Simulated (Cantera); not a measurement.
Feed: 1 mol Si, 1.3 mol H2O, 23 mol CO, held at 26.0 Pa.

Method: chemical equilibrium by Gibbs-energy minimisation in Cantera with the NASA 1993 tables (ideal gas, pure condensed phases). Candidate condensed phases: C, C6H6, C7H8, C8H18, H2O, Si, SiC, SiO2; 123 gas species. Mutual solubility and eutectic melting of coexisting phases are not modelled. The tables hold silica as quartz up to 1696 K and as liquid above; real silica turns to tridymite and cristobalite and melts near 1996 K. Rates play no part.

### Question
At 1350 K, list the 4 most abundant gas species with their mole fractions, and the condensed phases.

### Answer
CO 0.936, H2 0.0532, SiO 0.0109, H 3.41e-5. Condensed: SiC(s) + SiO2(β-quartz).
